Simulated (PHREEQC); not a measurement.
**City or well water**

Model water analysis in mmol/kgw, 75 °C, pH 5.92, pe 11:

```csv
constituent,mmol/kgw
Na,1.23
K,0.0119
Ca,0.639
Mg,0.0878
Cl,1.4
S(6),0.0856
Alkalinity (meq/kgw),1.05
Li,0.00204
Br,0.000325
Si,0.0108
O(0) (counted as O atoms),0.111
Sr,0.000342
```

Valence states are taken as typed.

Model: ion-association model, phreeqc.dat, run in PHREEQC.

Precipitation was switched off in this run.

Q: Predict the specific conductance, charge-balance error.

A: specific conductance 689 µS/cm; charge-balance error 1.5 %.

Q: In which forms is Ca present?

A: Ca+2 98 %, CaHCO3+ 1.4 %, CaSO4 1.0 % of the Ca.

At this temperature some constants are extrapolated from 25 °C, and those without enthalpy data are left unchanged.
